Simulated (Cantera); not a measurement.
Input: 1 mol Si2Cl6, 0.077 mol Cl2, 360 mol H2, equilibrated at 60.0 mbar.

Cantera equilibrium calculation (NASA polynomials, part measured and part estimated; ideal gas, pure solids and liquids). Candidate condensed phases: Si; 19 gas species. The feed counts by its element totals alone. Gases not in the tables: Si2H6 and higher silanes. Kinetics and transport are ignored.

Problem. Which condensed phases are stable at each of these points (T (°C)): 700, 800, 900, 1000, 1100, 1200, 1300, 1400, 1500?

Solution. 
| T (°C) | condensed phases | Si condensed (%) |
|---|---|---|
| 700 | Si(s) | 46.0 |
| 800 | Si(s) | 70.7 |
| 900 | Si(s) | 84.5 |
| 1000 | Si(s) | 87.0 |
| 1100 | Si(s) | 86.8 |
| 1200 | Si(s) | 86.0 |
| 1300 | Si(s) | 85.1 |
| 1400 | Si(s) | 84.0 |
| 1500 | Si(l) | 84.4 |

From 700 °C to 1400 °C the condensed part is Si(s). At 1500 °C the condensed part is Si(l).
